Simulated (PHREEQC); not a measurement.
Hard or scaling water

Dissolve 0.17 mol/kgw MgCl2, 0.00082 mol/kgw Na2SO4 and 0.00077 mol/kgw KCl at 25 °C. It is in equilibrium with CO2 at log p = -3.4 (atm). Otherwise closed; pH follows from the charge balance.

The numbers come from PHREEQC with the Pitzer model, pitzer.dat.

| Item | Value |
|---|---|
| pH | 5.53 |
| ionic strength | 0.513 mol/kgw |
| activity of water | 0.992 |
| specific conductance | 27600 µS/cm |
| density | 1.010 g/cm³ |
| osmotic coefficient | 0.868 |

```csv
species,molality,activity,log γ
Cl-,0.341,0.221,-0.189
Mg+2,0.170,0.0485,-0.545
Na+,0.00164,0.00121,-0.132
SO4-2,0.000820,6.90e-5,-1.075
K+,0.000770,0.000535,-0.158
CO2,1.28e-5,1.36e-5,0.026
H+,3.68e-6,2.95e-6,-0.096
HCO3-,3.67e-6,2.07e-6,-0.249
HSO4-,2.86e-8,1.94e-8,-0.168
MgOH+,2.69e-8,2.53e-8,-0.027
OH-,7.70e-9,3.40e-9,-0.355
MgCO3,1.32e-9,1.32e-9,0.000
```

Precipitation was switched off in this run.
